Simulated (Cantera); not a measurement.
Mixture: C₂H₄ : O₂ : N₂ : CO₂ = 1 : 4.84 : 18.2 : 1 (molar parts), at 4.93 atm, adiabatic and at constant volume. Ignition delay is the time to a rise of 400 K.

Model: GRI-Mech 3.0 (53 species, 325 reactions), integrated in Cantera. GRI-Mech 3.0 was tuned for natural gas; its chemistry of ethylene as a main component is partial and can be far from experiment.

### Question
What does this change do: 0.43 parts H2 added?

### Answer
```tsv
quantity	before	after
delay at 1200 K	0.754 ms	0.232 ms
delay at 1300 K	74.6 µs	31.9 µs
delay at 1400 K	19.6 µs	11.5 µs
delay at 1500 K	9.73 µs	6.47 µs
apparent activation energy between 1450 and 1550 K	110 kJ/mol	89 kJ/mol
```
Where the delays flatten at high temperature, the 400 K rule measures the pace of heat release, not the induction time.

### Question
What does this change do: constant pressure in place of constant volume?

### Answer
```tsv
quantity	before	after
delay at 1200 K	0.754 ms	0.761 ms
delay at 1300 K	74.6 µs	77.3 µs
delay at 1400 K	19.6 µs	20.8 µs
delay at 1500 K	9.73 µs	10.5 µs
apparent activation energy between 1450 and 1550 K	110 kJ/mol	100 kJ/mol
```
